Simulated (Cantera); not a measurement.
A Cantera script and what it prints.

```python
import numpy as np
import cantera as ct

gas_names = """
    CL CLO CL2 H HCL HNO HNO2 HNO3 HOCL HO2 H2 H2O H2O2 N NH NH2 NH3 NH2OH NO NO2 NO3 N2 N2H2 N2H4 N2O O
    OH O2 O3 Sr SrCL SrCL2 SrO SrOH SrO2H2
""".split()
cond_names = """
    H2O(s) H2O(L) NH4CL(a) NH4CL(b) Sr(a) Sr(b) Sr(L) SrCL2(a) SrCL2(b) SrCL2(L) SrO(s) SrO(L) SrO2H2(s)
    SrO2H2(L)
""".split()


# ... load() reads the species with a 1 bar reference pressure and builds the phases ...
atoms = {
    'SrCl2': {'Sr': 1, 'CL': 2},
    'H2': {'H': 2},
    'N2': {'N': 2},
    'O2': {'O': 2},
}
top_T = {}  # K; cautious upper limits of use, not melting points


# ... equilibrate(T, P, feed) seeds the gas with the atoms and calls Mixture.equilibrate('TP', solver="vcs", rtol=1e-11, max_steps=5000) ...
results = []
feed = {'SrCl2': 1, 'H2': 27, 'N2': 66, 'O2': 0.09}  # mol
T = 1475  # K
P = 10000  # Pa
mix = equilibrate(T, P, feed)
results.append((T, P, feed, dict(zip(mix.species_names, mix.species_moles))))
x = sorted(zip(gas.X, gas.species_names), reverse=True)
print(f"T = {T:g} K  P = {P:g} Pa  gas = {mix.phase_moles(0):.4g} mol")
print("   x: " + "  ".join(f"{s} {v:.3e}" for v, s in x if v > 1e-05))
print("   condensed (mol): " + ("  ".join(f"{mix.phase(i).name} {mix.phase_moles(i):.4g}"
      for i in range(1, mix.n_phases) if mix.phase_moles(i) > 1e-12) or "none"))
```

Output:

```
T = 1475 K  P = 10000 Pa  gas = 93.31 mol
   x: N2 7.073e-01  H2 2.874e-01  SrCL2 3.026e-03  H2O 1.608e-03  HCL 6.463e-04  H 2.199e-05
   condensed (mol): SrCL2(L) 0.6873  SrO(s) 0.02996
```

Method: chemical equilibrium by Gibbs-energy minimisation in Cantera with the NASA 1993 tables (ideal gas, pure condensed phases). Mutual solubility and eutectic melting of coexisting phases are not modelled. Condensed phases not in the tables: oxide chlorides.
